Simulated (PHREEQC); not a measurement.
# Copper plating or etch bath: speciation

Make-up at 42 °C: 4.7 mmol/kgw Cu(BF4)2, 55 mmol/kgw HBF4 and 3.4 mmol/kgw NaCl. It is in equilibrium with CO2 at log p = -3.4 (atm). Otherwise closed; pH follows from the charge balance.

The numbers come from PHREEQC with the ion-association model, phreeqc.dat.

The pH is 1.36 and the ionic strength is 0.0693 mol/kgw. The total alkalinity is -248 meq/kg.

| species | molality | activity | log γ |
|---|---|---|---|
| BF4- | 0.0588 | 0.0469 | -0.099 |
| H+ | 0.0519 | 0.0434 | -0.078 |
| HF | 0.0157 | 0.0160 | 0.007 |
| Cu+2 | 0.00465 | 0.00201 | -0.364 |
| Na+ | 0.00340 | 0.00272 | -0.096 |
| H3BO3 | 0.00338 | 0.00343 | 0.007 |
| Cl- | 0.00336 | 0.00264 | -0.104 |
| BF3OH- | 0.00189 | 0.00151 | -0.099 |
| BF2(OH)2- | 0.000297 | 0.000237 | -0.099 |
| F- | 0.000229 | 0.000179 | -0.106 |
| CuCl+ | 3.99e-5 | 3.15e-5 | -0.103 |
| HF2- | 1.52e-5 | 1.21e-5 | -0.099 |
| CuF+ | 9.54e-6 | 7.61e-6 | -0.099 |
| CO2 | 8.91e-6 | 9.05e-6 | 0.007 |
| BF(OH)3- | 3.64e-7 | 2.90e-7 | -0.099 |

This is a speciation only: nothing precipitates in the calculation. Species that the database lacks are ignored. At this temperature some constants are extrapolated from 25 °C, and those without enthalpy data are left unchanged. Real BF4- forms and hydrolyses slowly; the run takes it at equilibrium.
